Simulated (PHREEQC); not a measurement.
NaOH is added in steps, without added water, to 1 kg of water holding 0.027 mol NaHCO3 and 0.00014 mol NaF, at 25 °C. Oxygen is held at 0.21 atm. No CO2 enters from the air. Solids allowed: Nahcolite, Natron. Others were left out.

Base run: PHREEQC, ion-association model, wateq4f.dat. Each further column changes one thing. The table gives pH.

```tsv
NaOH added (mol)	base	NaHCO3 replaced by NaHF2 at the same molality	temperature from 25 to 5 °C	0.0012 mol/kgw HCl added	no solid may form
0	8.16	3.17	8.39	7.58	8.16
0.003938	9.25	3.29	9.55	9.07	9.25
0.006562	9.51	3.38	9.81	9.39	9.51
0.0105	9.78	3.52	10.09	9.70	9.78
0.01444	10.02	3.68	10.33	9.94	10.02
0.01706	10.18	3.80	10.49	10.10	10.18
0.021	10.46	4.06	10.78	10.36	10.46
0.02494	10.85	4.56	11.24	10.71	10.85
0.02756	11.19	10.66	11.76	11.03	11.19
0.0315	11.60	11.56	12.30	11.50	11.60
0.03544	11.84	11.83	12.56	11.78	11.84
0.03806	11.95	11.94	12.67	11.90	11.95
0.042	12.07	12.07	12.80	12.04	12.07
```

 Away from 25 °C the constants follow the database's enthalpies or fits; those with neither stay at their 25 °C values. Solids allowed in the column '0.0012 mol/kgw HCl added': Halite, Nahcolite, Natron.
